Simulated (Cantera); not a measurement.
An adiabatic, constant-pressure homogeneous reactor starts with 8.18 % C₂H₄, 15.4 % O₂, 57.6 % N₂, 18.8 % H₂O, equivalence ratio 1.6, at 1625 K and 10.0 bar.

Model: GRI-Mech 3.0 (53 species, 325 reactions), integrated in Cantera. GRI-Mech 3.0 was tuned for natural gas; its chemistry of ethylene as a main component is partial and can be far from experiment.

x: mole fraction; the columns are a selection and need not sum to one.

```
t (s)     T (K)   x C₂H₄      x O₂  x H₂O      x NO    x HCO    x HO₂
--------  -----  -------  --------  -----  --------  -------  -------
1.00e-6    1625   0.0816     0.154  0.188    <1e-12  1.16e-6      ___
2.85e-6    2303  0.00172    0.0479  0.232   4.67e-6  9.18e-5      ___
8.11e-6    2778   <1e-12   0.00137  0.238  0.000161  9.39e-7      ___
2.31e-5    2822   <1e-12  0.000727  0.242  0.000248  6.95e-7  1.20e-6
6.58e-5    2823   <1e-12  0.000695  0.242  0.000450  6.85e-7  1.15e-6
0.000187   2820   <1e-12  0.000676  0.242  0.000928  6.83e-7  1.12e-6
0.000534   2817   <1e-12  0.000651  0.242   0.00155  6.80e-7  1.08e-6
0.00152    2816   <1e-12  0.000645  0.242   0.00170  6.80e-7  1.07e-6
0.00433    2816   <1e-12  0.000645  0.242   0.00170  6.80e-7  1.07e-6
0.0123     2816   <1e-12  0.000645  0.242   0.00170  6.80e-7  1.07e-6
0.0351     2816   <1e-12  0.000645  0.242   0.00170  6.80e-7  1.07e-6
0.100      2816   <1e-12  0.000645  0.242   0.00170  6.80e-7  1.07e-6
```

**Question.** Fill in the missing entries.

**Answer.** 
- 1.00e-6, x HO₂: 4.08e-5
- 2.85e-6, x HO₂: 0.000113
- 8.11e-6, x HO₂: 2.48e-6
